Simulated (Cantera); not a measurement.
A closed system holds: 1 mol n-butane, 0.054 mol NH3, at 252 °C and 2330 Torr.

Method: chemical equilibrium by Gibbs-energy minimisation in Cantera with the NASA 1993 tables (ideal gas, pure condensed phases). Candidate condensed phases: C, C6H6, C7H8, C8H18; 92 gas species. Rates play no part.

Base state: CH4 0.972, H2 0.0178, N2 0.0104, NH3 0.000134 (mole fractions); condensed: C(graphite).

Q: What changes in the equilibrium state with this change: temperature from 252 °C to 2375 °C?

A: 
| species | before | after |
|---|---|---|
| H2 | 0.0178 | 0.947 |
| H | <1e-9 | 0.0257 |
| C2H2 (acetylene) | <1e-9 | 0.0184 |
| CH4 | 0.972 | 0.000333 |
| N2 | 0.0104 | 0.00246 |
| HCN | <1e-9 | 0.00484 |
| HNC | <1e-9 | 0.000666 |
| CH3 | <1e-9 | 0.000157 |
| C4H2 | <1e-9 | 0.000149 |
| C(graphite), mol | 1.48 | 3.77 |

Q: What changes in the equilibrium state with this change: NH3 from 0.054 to 2.9 mol?

A: 
| species | before | after |
|---|---|---|
| CH4 | 0.972 | 0.599 |
| N2 | 0.0104 | 0.208 |
| H2 | 0.0178 | 0.175 |
| NH3 | 0.000134 | 0.0184 |
| C(graphite), mol | 1.48 | 0 |
